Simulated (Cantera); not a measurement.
Feed: 1 mol Si3N4, 1.1 mol O2, 9.3 mol N2, at 17.3 Torr.

Equilibrium computed with Cantera from the NASA thermochemical tables; the gas is ideal and each condensed phase is pure. Candidate condensed phases: Si, SiO2, Si2N2O, Si3N4; 16 gas species. Mutual solubility and eutectic melting of coexisting phases are not modelled. The tables hold silica as quartz up to 1696 K and as liquid above; real silica turns to tridymite and cristobalite and melts near 1996 K. Kinetics and transport are ignored. All values below are at 1750 K.

Base state: N2 0.893, SiO 0.107 (mole fractions); condensed: SiO2(condensed) + Si2N2O(s).

Problem. What changes in the equilibrium state with this change: Si3N4 replaced by Si?

Solution. 
```csv
species,before,after
N2,0.893,0.989
O2,<1e-9,0.0102
NO,<1e-9,0.000861
SiO,0.107,7.61e-8
O,<1e-9,4.98e-5
"SiO2(condensed), mol",0.0504,1.000
"Si2N2O(s), mol",0.850,0
```
